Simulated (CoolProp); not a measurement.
Vapour-liquid equilibrium of cyclohexane (1) + n-heptane (2) at 311.5 K; x and y are mole fractions of (1).

The numbers come from the multi-fluid Helmholtz-energy mixture model, Zhou 2014 and Span 2003; pair parameters Bell 2016 in CoolProp.

Q: Give the bubble pressure and the first vapour's composition at x = 0.35, 0.5, 0.65. Is there an azeotrope?

A: x = 0.35: 15.80 kPa, y = 0.525; x = 0.5: 17.56 kPa, y = 0.668; x = 0.65: 19.26 kPa, y = 0.785. No azeotrope shows between x = 0.05 and 0.95.

The pair parameters rest on a limited set of measurements; away from them the model extrapolates.
